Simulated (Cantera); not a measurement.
A perfectly stirred reactor is fed with 2.18 % C3H8, 20.5 % O2, 77.3 % N2, equivalence ratio 0.53, at 700000 Pa; it is adiabatic with a 750 K inlet, and is followed from long to short residence time, starting on the burning branch (τ in s: 0.2, 0.079, 0.031, 0.012, 0.0049, 0.002, 0.00078, 0.00031, 0.00012, 4.8e-05, 1.9e-05, 7.6e-06).

Cantera simulation using GRI-Mech 3.0 (53 species, 325 reactions); the numbers are that mechanism's predictions, not measurements. GRI-Mech 3.0 was tuned for natural gas; its chemistry of propane as a main component is partial and can be far from experiment.

x: mole fraction; the columns are a selection and need not sum to one.

```csv
τ (s),T (K),x C3H8,x O2,x H2O,x HO2,x CH2,x HCN,x NO
0.20,1933,7.66e-8,0.0941,0.0848,1.85e-6,(withheld),8.00e-9,0.000248
0.079,1933,1.87e-7,0.0942,0.0848,1.98e-6,(withheld),8.74e-9,0.000119
0.031,1932,4.44e-7,0.0942,0.0847,2.30e-6,(withheld),9.68e-9,6.33e-5
0.012,1930,1.01e-6,0.0943,0.0846,3.03e-6,(withheld),1.13e-8,3.96e-5
0.0049,1925,2.10e-6,0.0944,0.0844,4.46e-6,(withheld),1.39e-8,2.94e-5
0.0020,1918,4.19e-6,0.0946,0.0841,7.22e-6,(withheld),1.78e-8,2.37e-5
0.00078,1905,8.39e-6,0.0950,0.0837,1.27e-5,(withheld),2.32e-8,1.87e-5
0.00031,1882,1.65e-5,0.0960,0.0830,2.30e-5,(withheld),3.04e-8,1.36e-5
0.00012,1840,3.50e-5,0.0981,0.0820,4.41e-5,(withheld),4.36e-8,8.49e-6
4.8e-5,1758,9.23e-5,0.103,0.0802,9.46e-5,(withheld),6.86e-8,3.75e-6
1.9e-5,750,0.0218,0.205,<1e-12,<1e-12,<1e-12,<1e-12,<1e-12
7.6e-6,750,0.0218,0.205,<1e-12,<1e-12,<1e-12,<1e-12,<1e-12
```

Task: Some entries are withheld; supply them.

Result: 
- 0.20, x CH2: 1.64e-9
- 0.079, x CH2: 4.12e-9
- 0.031, x CH2: 1.02e-8
- 0.012, x CH2: 2.52e-8
- 0.0049, x CH2: 5.75e-8
- 0.0020, x CH2: 1.27e-7
- 0.00078, x CH2: 2.85e-7
- 0.00031, x CH2: 6.09e-7
- 0.00012, x CH2: 1.31e-6
- 4.8e-5, x CH2: 2.79e-6
